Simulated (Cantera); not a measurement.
Catalytic combustion on Pt

An isothermal plug-flow reactor at 1175 K and 0.493 atm (inlet), inlet velocity 0.31 m/s, active area per volume 210 1/m; feed CH₄ : O₂ : N₂ = 0.0034 : 0.19 : 0.79 (molar parts).

Model: Deutschmann's 1995 Pt surface mechanism with GRI-Mech 3.0 gas chemistry, integrated in Cantera. Catalytic surfaces can have several steady states; this one follows from the mechanism file's or the stated starting coverage. Mass transfer to the wall is taken as infinitely fast.

| z (m) | x CH₄ | x O₂ | x H₂O | x CO₂ | x CO | θ free Pt | θ O* |
|---|---|---|---|---|---|---|---|
| 5e-05 | 0.00341 | 0.193 | 8.59e-5 | 3.95e-5 | 3.36e-6 | 0.395 | 0.605 |
| 0.00011 | 0.00336 | 0.193 | 0.000188 | 8.98e-5 | 3.91e-6 | 0.395 | 0.605 |
| 0.00023 | 0.00326 | 0.193 | 0.000387 | 0.000189 | 3.88e-6 | 0.395 | 0.605 |
| 0.0005 | 0.00305 | 0.192 | 0.000815 | 0.000402 | 3.63e-6 | 0.395 | 0.605 |
| 0.0011 | 0.00261 | 0.192 | 0.00167 | 0.000826 | 3.15e-6 | 0.395 | 0.605 |
| 0.0023 | 0.00190 | 0.190 | 0.00305 | 0.00150 | 2.42e-6 | 0.395 | 0.604 |
| 0.005 | 0.000910 | 0.188 | 0.00498 | 0.00245 | 1.50e-6 | 0.396 | 0.604 |
x: gas mole fraction; θ: surface coverage.
